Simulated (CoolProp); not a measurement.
1-butene along the isotherm 368.1 K: Z from the reference equation and from simpler models built on Tc = 419.3 K, pc = 40.06 bar, ω = 0.192; each cubic takes its own stable root.

Model: reference Helmholtz-energy equation of state, Lemmon 2005, in CoolProp. It is a short technical equation, of lower accuracy than the large ones.

```
p (bar)   phase  reference
-------  ------  ---------
5.46        gas     0.9231
10.9        gas     0.8331
21.8     liquid    0.08215
27.3     liquid     0.1022
32.8     liquid     0.1220
38.2     liquid     0.1413
43.7     liquid     0.1608
49.2     liquid     0.1801
54.6     liquid     0.1990
60.1     liquid     0.2180
```

How far does each simpler model (van der Waals, Redlich-Kwong, Soave-Redlich-Kwong, Peng-Robinson) lie from the reference over these 10 states: mean and median of the absolute difference, and the worst?


- van der Waals: mean 115.1 %, median 55.0 %, worst +749.9 % at 368.1 K and 21.8 bar
- Redlich-Kwong: mean 12.8 %, median 14.7 %, worst +18.6 % at 368.1 K and 21.8 bar
- Soave-Redlich-Kwong: mean 9.8 %, median 11.5 %, worst +13.8 % at 368.1 K and 21.8 bar
- Peng-Robinson: mean 0.8 %, median 0.6 %, worst -2.0 % at 368.1 K and 60.1 bar

At some of these states van der Waals gives the other phase, because its saturation line lies elsewhere.
